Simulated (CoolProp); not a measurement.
Properties of CH3F (R41) along the isobar 3.96 MPa.

Values from CoolProp's reference Helmholtz-energy equation of state, Lemmon 2006. It is a short technical equation, of lower accuracy than the large ones.

```csv
T (°C),phase,Joule-Thomson coefficient (K/MPa),isothermal compressibility (1/MPa)
-25.15,liquid,-0.08051,0.003773
-11.55,liquid,0.04636,0.005279
2.05,liquid,0.2466,0.008054
15.75,liquid,0.6204,0.01473
29.35,gas,15.04,0.5728
42.95,gas,13.53,0.4142
56.55,gas,12.19,0.3614
70.15,gas,11.00,0.3338
83.75,gas,9.945,0.3164
97.35,gas,9.012,0.3044
111.05,gas,8.184,0.2956
124.65,gas,7.457,0.2889
138.25,gas,6.814,0.2836
151.85,gas,6.244,0.2793
```
